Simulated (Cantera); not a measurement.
Input: 1 mol SiH4, 8.6 mol N2O, 2 mol N2, held at 1.00 bar.

Method: chemical equilibrium by Gibbs-energy minimisation in Cantera with the NASA 1993 tables (ideal gas, pure condensed phases). Candidate condensed phases: H2O, Si, SiO2, Si2N2O, Si3N4; 35 gas species. The tables hold silica as quartz up to 1696 K and as liquid above; real silica turns to tridymite and cristobalite and melts near 1996 K. Gases not in the tables: Si(OH)4. Equilibrium is a limit: real reactors are often held back by kinetics, nucleation or transport. All values below are at 1577 °C.

Base state: N2 0.709, O2 0.152, H2O 0.134, NO 0.00396, OH 0.000987, O 7.52e-5, H2 2.91e-5 (mole fractions); condensed: SiO2(condensed).

Problem. What changes in the equilibrium state with this change: 0.81 mol HCl added?

Solution. 
| species | before | after |
|---|---|---|
| N2 | 0.709 | 0.672 |
| O2 | 0.152 | 0.143 |
| H2O | 0.134 | 0.129 |
| HCl | 0 | 0.0477 |
| Cl | 0 | 0.00364 |
| Cl2 | 0 | 8.38e-5 |
| ClO | 0 | 2.34e-5 |
| NO | 0.00396 | 0.00374 |
| OH | 0.000987 | 0.000953 |
| SiO2(condensed), mol | 1.00 | 1.00 |
Further candidate phases: NH4Cl.

Problem. What changes in the equilibrium state with this change: pressure from 1.00 bar to 0.133 bar?

Solution. 
```json
[
 {"species": "N2", "before": "0.709", "after": "0.709"},
 {"species": "O2", "before": "0.152", "after": "0.152"},
 {"species": "H2O", "before": "0.134", "after": "0.133"},
 {"species": "OH", "before": "0.000987", "after": "0.00163"},
 {"species": "H", "before": "2.90e-6", "after": "1.31e-5"},
 {"species": "O", "before": "7.52e-5", "after": "0.000206"},
 {"species": "H2", "before": "2.91e-5", "after": "7.94e-5"},
 {"species": "SiO2(condensed), mol", "before": "1.00", "after": "1.000"}
]
```
